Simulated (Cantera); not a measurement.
## Stirred combustor or abatement burner

A perfectly stirred reactor is fed with 5.13 % CH4, 0.718 % H2, 18.3 % O2, 68.7 % N2, 7.18 % CO2, at 2.10 bar; it is adiabatic with a 450 K inlet, and is followed from long to short residence time, starting on the burning branch (τ in s: 0.042, 0.023, 0.013, 0.0068, 0.0037, 0.002, 0.0011, 0.0006, 0.00033, 0.00018, 9.7e-05, 5.3e-05, 2.9e-05).

Cantera simulation using GRI-Mech 3.0 (53 species, 325 reactions); the numbers are that mechanism's predictions, not measurements.

```
τ (s)    T (K)     x CH4      x H2    x O2    x NO2    x HCN   x CO2
-------  -----  --------  --------  ------  -------  -------  ------
0.042     1624   2.59e-5   6.23e-5  0.0773  2.35e-8  3.00e-9   0.123
0.023     1621   3.86e-5   9.30e-5  0.0774  2.30e-8  3.82e-9   0.123
0.013     1617   5.64e-5  0.000136  0.0776  2.09e-8  4.75e-9   0.122
0.0068    1610   8.74e-5  0.000210  0.0779  1.73e-8  6.17e-9   0.121
0.0037    1600  0.000134  0.000315  0.0784  1.37e-8  8.19e-9   0.120
0.0020    1586  0.000211  0.000475  0.0792  1.05e-8  1.15e-8   0.119
0.0011    1564  0.000345  0.000715  0.0805  8.03e-9  1.65e-8   0.116
0.00060   1526  0.000652   0.00114  0.0831  5.74e-9  2.42e-8   0.112
0.00033    450    0.0513   0.00718   0.183   <1e-12   <1e-12  0.0718
0.00018    450    0.0513   0.00718   0.183   <1e-12   <1e-12  0.0718
9.7e-5     450    0.0513   0.00718   0.183   <1e-12   <1e-12  0.0718
5.3e-5     450    0.0513   0.00718   0.183   <1e-12   <1e-12  0.0718
2.9e-5     450    0.0513   0.00718   0.183   <1e-12   <1e-12  0.0718
```
x: mole fraction; the columns are a selection and need not sum to one.
